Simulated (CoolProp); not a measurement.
Vapour-liquid equilibrium of methanol (1) + dimethyl carbonate (2) at 471.1 K; x and y are mole fractions of (1).

Model: multi-fluid Helmholtz-energy mixture model, de Reuck 1993 and Zhou 2011; pair parameters Bell 2016, in CoolProp.

| x | bubble pressure (kPa) | y at the bubble point | dew pressure at overall composition x (kPa) | liquid density (mol/L) |
|---|---|---|---|---|
| 0.05 | 1519 | 0.153 | 1363 | 9.037 |
| 0.125 | 1817 | 0.306 | 1474 | 9.331 |
| 0.2 | 2084 | 0.414 | 1602 | 9.650 |
| 0.275 | 2326 | 0.496 | 1749 | 10.000 |
| 0.35 | 2548 | 0.562 | 1919 | 10.39 |
| 0.425 | 2751 | 0.619 | 2115 | 10.82 |
| 0.5 | 2939 | 0.670 | 2340 | 11.30 |
| 0.575 | 3114 | 0.717 | 2593 | 11.85 |
| 0.65 | 3277 | 0.763 | 2866 | 12.49 |
| 0.725 | 3429 | 0.809 | 3143 | 13.23 |
| 0.8 | 3569 | 0.856 | 3401 | 14.10 |
| 0.875 | 3697 | 0.906 | 3621 | 15.13 |
| 0.95 | 3810 | 0.960 | 3790 | 16.36 |

No azeotrope shows between x = 0.05 and 0.95.

Pair parameters are fitted to limited data, so mixtures are less certain than the pure fluids.
